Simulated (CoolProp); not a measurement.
C3F8 (R218) at 309.73 K and 0.923 MPa flows at 0.23 m/s in a round tube of 20 mm bore and 1.5 µm roughness, fully developed (64/Re and Nu = 3.66 if laminar; Colebrook and Gnielinski if turbulent). Each further row changes one setting.

Computed with CoolProp (reference Helmholtz-energy equation of state, Lemmon 2006). It is a short technical equation, of lower accuracy than the large ones.

```csv
case,Reynolds number,Darcy friction factor,pressure drop (Pa/m),heat-transfer coefficient (W/(m² K)),mass flow (kg/h)
as stated,29600,[?],[?],56.5,22.1
velocity 0.46 m/s,59100,[?],9.19,98.5,44.3
diameter 40 mm,59100,[?],[?],48.9,88.5
```

Q: Some entries are withheld; supply them.

A: 
- as stated, Darcy friction factor: 0.0238
- as stated, pressure drop (Pa/m): 2.67
- velocity 0.46 m/s, Darcy friction factor: 0.0204
- diameter 40 mm, Darcy friction factor: 0.0203
- diameter 40 mm, pressure drop (Pa/m): 1.14

Viscosity comes from a separate model (Huber 2003), an estimate that may be off by 10 % or more. Thermal conductivity comes from a separate model (Huber 2003), an estimate that may be off by 10 % or more.
